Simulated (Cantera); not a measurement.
Input: 1 mol SiH₂Cl₂, 1.5 mol CH₄, 2.4 mol H₂, held at 1998 K and 5500 Pa.

These are equilibrium values from Cantera (NASA tables, ideal gas, pure condensed phases), not measurements of a reactor. Candidate condensed phases: C, C₆H₆, C₇H₈, C₈H₁₈, Si, SiC; 109 gas species. The tables' values for SiCl₃, SiCl are old estimates; treat these amounts as uncertain. Kinetics and transport are ignored.

Base state: H₂ 0.735, HCl 0.246, SiCl₂ 0.0107, H 0.00587, Cl 0.00146, C₂H₂ (acetylene) 0.000557, SiCl₃ 0.000167, SiCl 8.49e-5 (mole fractions); condensed: C(graphite) + SiC(s).

What changes in the equilibrium state with this change: CH₄ from 1.5 to 0.017 mol?


```json
[
 {"species": "H₂", "before": "0.735", "after": "0.674"},
 {"species": "HCl", "before": "0.246", "after": "0.189"},
 {"species": "SiCl₂", "before": "0.0107", "after": "0.127"},
 {"species": "C₂H₂ (acetylene)", "before": "0.000557", "after": "1.51e-6"},
 {"species": "CH₄", "before": "1.27e-5", "after": "5.80e-7"},
 {"species": "C(graphite), mol", "before": "0.574", "after": "0"},
 {"species": "SiC(s), mol", "before": "0.918", "after": "0.0169"},
 {"species": "Si(l), mol", "before": "0", "after": "0.402"}
]
```
Mutual solubility and eutectic melting of coexisting phases are not modelled. Gases not in the tables: Si₂H₆ and higher silanes.
